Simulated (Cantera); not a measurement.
Input: 1 mol Fe, 0.4 mol CO2, 6.6 mol CO, 1.6 mol H2O, at 1.33 mbar.

These are equilibrium values from Cantera (NASA tables, ideal gas, pure condensed phases), not measurements of a reactor. Candidate condensed phases: C, C6H6, C7H8, C8H18, Fe, Fe(CO)5, FeO, Fe(OH)2, Fe(OH)3, Fe2O3, Fe3O4, H2O; 114 gas species. Mutual solubility and eutectic melting of coexisting phases are not modelled. The tables' stoichiometric FeO is somewhat more stable than real wüstite, so its field is too wide. FeO: taken at fixed stoichiometry. Kinetics and transport are ignored.

Q: Which condensed phases are stable at each of these points (T (K)): 1500, 1550, 1600, 1650, 1700, 1750, 1800, 1850?

A: 
```json
[
 {"T (K)": "1500", "condensed phases": "Fe(γ) + FeO(s)", "Fe condensed (%)": "99.9"},
 {"T (K)": "1550", "condensed phases": "Fe(γ) + FeO(s)", "Fe condensed (%)": "99.7"},
 {"T (K)": "1600", "condensed phases": "Fe(γ) + FeO(s)", "Fe condensed (%)": "99.3"},
 {"T (K)": "1650", "condensed phases": "Fe(γ) + FeO(l)", "Fe condensed (%)": "98.2"},
 {"T (K)": "1700", "condensed phases": "Fe(δ) + FeO(l)", "Fe condensed (%)": "95.9"},
 {"T (K)": "1750", "condensed phases": "Fe(δ) + FeO(l)", "Fe condensed (%)": "90.9"},
 {"T (K)": "1800", "condensed phases": "Fe(δ) + FeO(l)", "Fe condensed (%)": "80.4"},
 {"T (K)": "1850", "condensed phases": "FeO(l)", "Fe condensed (%)": "65.1"}
]
```

From 1500 K to 1600 K the condensed part is Fe(γ) + FeO(s). At 1650 K the condensed part is Fe(γ) + FeO(l). From 1700 K to 1800 K the condensed part is Fe(δ) + FeO(l). At 1850 K the condensed part is FeO(l).
